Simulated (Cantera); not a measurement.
An adiabatic, constant-pressure homogeneous reactor starts with 3.61 % C₃H₈, 20.3 % O₂, 76.1 % N₂, at 1298 K and 1.00 bar.

Detailed kinetics in Cantera: GRI-Mech 3.0 (53 species, 325 reactions). GRI-Mech 3.0 was tuned for natural gas; its chemistry of propane as a main component is partial and can be far from experiment.

x: mole fraction; the columns are a selection and need not sum to one.

```csv
t (s),T (K),x C₃H₈,x O₂,x CO₂,x HCO,x CO,x C₂H₂
8.00e-6,1298,0.0361,0.203,4.75e-10,5.60e-12,2.59e-9,2.81e-11
2.26e-5,1298,0.0360,0.203,1.14e-8,1.12e-10,5.96e-8,6.54e-10
6.41e-5,1297,0.0357,0.203,3.37e-7,3.10e-9,2.41e-6,2.30e-8
0.000181,1297,0.0345,0.202,2.77e-6,1.81e-8,3.99e-5,4.34e-7
0.000514,1301,(withheld),0.199,(withheld),(withheld),(withheld),(withheld)
0.00145,2621,<1e-12,0.0352,0.0682,1.79e-8,0.0329,<1e-12
0.00412,2649,<1e-12,0.0319,0.0706,1.48e-8,0.0309,<1e-12
0.0117,2644,<1e-12,0.0301,0.0706,1.46e-8,0.0309,<1e-12
0.0330,2643,<1e-12,0.0300,0.0706,1.46e-8,0.0309,<1e-12
0.0934,2643,<1e-12,0.0300,0.0706,1.46e-8,0.0309,<1e-12
0.264,2643,<1e-12,0.0300,0.0706,1.46e-8,0.0309,<1e-12
0.749,2643,<1e-12,0.0300,0.0706,1.46e-8,0.0309,<1e-12
2.12,2643,<1e-12,0.0300,0.0706,1.46e-8,0.0309,<1e-12
6.00,2643,<1e-12,0.0300,0.0706,1.46e-8,0.0309,<1e-12
```

Question: Some entries are withheld; supply them.

Answer: 
- 0.000514, x C₃H₈: 0.0304
- 0.000514, x CO₂: 1.39e-5
- 0.000514, x HCO: 9.65e-8
- 0.000514, x CO: 0.000467
- 0.000514, x C₂H₂: 5.93e-6
